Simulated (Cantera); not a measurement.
A Cantera script and what it prints.

```python
import numpy as np
import cantera as ct

gas_names = """
    C CH CH2 CH3 CH4 C2 C2H C2H2,acetylene C2H2,vinylidene C2H3,vinyl C2H4 C2H5 C2H6 C3 C3H3,propargyl
    C3H4,allene C3H4,propyne C3H4,cyclo- C3H5,allyl C3H6,propylene C3H6,cyclo- C3H7,n-propyl
    C3H7,i-propyl C3H8 C4 C4H2 C4H4,1,3-cyclo- C4H6,butadiene C4H6,2-butyne C4H6,cyclo- C4H8,1-butene
    C4H8,cis2-buten C4H8,tr2-butene C4H8,isobutene C4H8,cyclo- C4H9,n-butyl C4H9,i-butyl C4H9,s-butyl
    C4H9,t-butyl C4H10,isobutane C4H10,n-butane C5 C5H6,1,3cyclo- C5H8,cyclo- C5H10,1-pentene
    C5H10,cyclo- C5H11,pentyl C5H11,t-pentyl C5H12,n-pentane C5H12,i-pentane CH3C(CH3)2CH3 C6H2
    C6H5,phenyl C6H6 C6H10,cyclo- C6H12,1-hexene C6H12,cyclo- C6H13,n-hexyl C7H7,benzyl C7H8
    C7H14,1-heptene C7H15,n-heptyl C7H16,n-heptane C8H8,styrene C8H10,ethylbenz C8H16,1-octene
    C8H17,n-octyl C8H18,isooctane C8H18,n-octane C9H19,n-nonyl C10H8,naphthale C10H21,n-decyl
    C12H9,o-bipheny C12H10,bipheny H H2 Si SiC SiC2 SiC4H12 SiH SiH2 SiH3 SiH4 Si2 Si2C Si3
""".split()
cond_names = """
    C(gr) C6H6(L) C7H8(L) C8H18(L),n-octa Si(cr) Si(L) SiC(b)
""".split()


def load(file, names, dense=False):
    # The tables refer to 1 bar. Condensed volumes are neglected.
    table = {s.name: s for s in ct.Species.list_from_file(file)}
    out = []
    for n in names:
        d = dict(table[n].input_data)
        d["thermo"] = dict(d["thermo"], **{"reference-pressure": 1e5})
        if dense:
            d["equation-of-state"] = {"model": "constant-volume", "density": "1e6 g/cm^3"}
        out.append(ct.Species.from_dict(d))
    return out


gas = ct.Solution(thermo="ideal-gas", species=load("nasa_gas.yaml", gas_names))
cond = {s.name: ct.Solution(thermo="fixed-stoichiometry", species=[s], name=s.name)
        for s in load("nasa_condensed.yaml", cond_names, dense=True)}
atoms = {
    'SiH4': {'Si': 1, 'H': 4},
    'CH4': {'C': 1, 'H': 4},
    'H2': {'H': 2},
}
top_T = {'C(gr)': 4500, 'SiC(b)': 3050}  # K; cautious upper limits of use, not melting points


def equilibrate(T, P, feed):
    n = {}
    for name, mol in feed.items():
        for a, k in atoms[name].items():
            n[a] = n.get(a, 0.0) + k * mol
    gas.TPX = T, P, n
    mass = sum(n.values()) * gas.mean_molecular_weight
    gas.equilibrate("TP")
    valid = [c for c in cond.values() if c.min_temp <= T <= top_T.get(c.name, c.max_temp)]
    mix = ct.Mixture([(gas, mass / gas.mean_molecular_weight)] + [(c, 0.0) for c in valid])
    mix.T, mix.P = T, P
    mix.equilibrate("TP", solver="vcs", rtol=1e-11, max_steps=5000)
    return mix


results = []
feed = {'SiH4': 1, 'CH4': 1.4, 'H2': 650}  # mol
P = 4400  # Pa
for T in [1348, 1448, 1548, 1648, 1748, 1848, 1948, 2048, 2148]:
    mix = equilibrate(T, P, feed)
    results.append((T, P, feed, dict(zip(mix.species_names, mix.species_moles))))

top = {s: max(r[3][s] / sum(r[3][g] for g in gas_names) for r in results) for s in gas_names}
cols = sorted((s for s in top if top[s] > 0.001), key=lambda s: -top[s])[:9]
seen = [c for c in cond_names if any(r[3].get(c, 0) > 1e-12 for r in results)]
print("log10 of partial pressures in bar; condensed amounts in mol")
print(f"{'T/K':>10s}" + "".join(f"{s[:9]:>10s}" for s in cols + seen))
for T, P, feed, n in results:
    ng = sum(n[g] for g in gas_names)
    print(f"{T:10.4g}" + "".join(f"{np.log10(max(n[s] / ng * P / 1e5, 1e-99)):10.3f}" for s in cols)
          + "".join(f"{n.get(c, 0):10.4g}" for c in seen))
```

Result:

```
log10 of partial pressures in bar; condensed amounts in mol
       T/K        H2         H     C(gr)    SiC(b)
      1348    -1.357    -6.314    0.2303         1
      1448    -1.357    -5.714    0.2975         1
      1548    -1.357    -5.190    0.3201         1
      1648    -1.357    -4.729    0.3025    0.9999
      1748    -1.357    -4.320    0.2257    0.9992
      1848    -1.358    -3.954   0.04725    0.9957
      1948    -1.359    -3.626         0    0.9721
      2048    -1.361    -3.331         0    0.8474
      2148    -1.366    -3.063         0    0.3788
```

These are equilibrium values from Cantera (NASA tables, ideal gas, pure condensed phases), not measurements of a reactor. Gases not in the tables: Si2H6 and higher silanes.
